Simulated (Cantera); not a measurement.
Catalytic stagnation flow on Pt

A jet of 3.81 % CH4, 17.0 % O2, 79.2 % N2, equivalence ratio 0.45 at 300 K and 18.0 Torr hits a platinum plate 4.2 cm away at a mass flux of 0.068 kg/m²/s; the plate temperature is set and raised in steps from an oxygen-covered start.

Cantera simulation using Deutschmann's 1995 Pt surface mechanism with GRI-Mech 3.0 gas chemistry; the numbers are that mechanism's predictions, not measurements. Catalytic surfaces can have several steady states; this one follows from the mechanism file's or the stated starting coverage.

```csv
plate T (K),wall x CH4,wall x O2,wall x H2O,wall x OH,wall x CO,wall x CO2,θ free Pt,θ O*
950,0.0284,0.150,0.0181,1.24e-7,1.70e-5,0.0119,0.326,0.674
1000,0.0248,0.142,0.0247,3.61e-7,2.04e-5,0.0163,0.401,0.598
1050,0.0215,0.135,0.0307,9.14e-7,2.39e-5,0.0203,0.475,0.524
1100,0.0188,0.129,0.0358,2.07e-6,2.80e-5,0.0236,0.546,0.454
1150,0.0165,0.124,0.0398,4.26e-6,3.30e-5,0.0263,0.612,0.388
```
x: mole fraction at the wall; θ: surface coverage.
